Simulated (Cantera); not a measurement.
Input: 1 mol MgSO4, 0.56 mol C, a varied amount of CO2, equilibrated at 850 K and 2.60 bar.

Method: chemical equilibrium by Gibbs-energy minimisation in Cantera with the NASA 1993 tables (ideal gas, pure condensed phases). Candidate condensed phases: C, Mg, MgCO3, MgO, MgS, MgSO4, S; 26 gas species. Gases not in the tables: S3 to S7. Kinetics and transport are ignored.

Q: At 0.046 mol CO2, list the 7 most abundant gas species with their mole fractions, and the condensed phases.

A: CO2 0.526, SO2 0.385, S2 0.0762, S2O 0.00724, S8 0.00381, COS 0.00110, CO 8.43e-5. Condensed: MgO(s) + MgSO4(s).
